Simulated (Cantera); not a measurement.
## Low-pressure radical oxidation in H2/O2

An isothermal, constant-pressure homogeneous reactor starts with H2 : O2 = 0.031 : 1 (molar parts), at 1198 K and 1.05 Torr.

Detailed kinetics in Cantera: GRI-Mech 3.0 (53 species, 325 reactions). Radical loss at walls, strong at low pressure, is not modelled.

```
t (s)         x H2   x O2    x H2O2       x H      x OH       x O
--------  --------  -----  --------  --------  --------  --------
2.00e-6     0.0301  0.970    <1e-12  5.40e-12    <1e-12    <1e-12
1.00e-5     0.0301  0.970    <1e-12  2.68e-11    <1e-12    <1e-12
5.02e-5     0.0301  0.970    <1e-12  1.28e-10  7.87e-12  7.94e-12
0.000252    0.0301  0.970    <1e-12  5.25e-10  1.63e-10  1.70e-10
0.00126     0.0301  0.970    <1e-12   1.77e-9   2.27e-9   2.72e-9
0.00632     0.0301  0.970  1.34e-11   2.89e-8   6.22e-8   9.12e-8
0.0317      0.0147  0.958   1.95e-8   0.00316   0.00391   0.00866
0.159     0.000332  0.944   5.67e-9   0.00338   0.00218    0.0228
0.795     0.000299  0.947   5.72e-9   0.00285   0.00207    0.0203
3.98      0.000184  0.956   5.74e-9   0.00132   0.00163    0.0120
20.0       3.69e-5  0.967   4.42e-9  0.000114  0.000734   0.00233
100        2.56e-6  0.969   1.51e-9   2.06e-6  0.000194  0.000160
```
x: mole fraction; the columns are a selection and need not sum to one.

Equilibrium at this temperature and pressure: H2 1.02e-8, O2 0.969, H2O2 2.65e-11, H 5.16e-10, OH 1.22e-5, O 6.36e-7 (gas phase only).
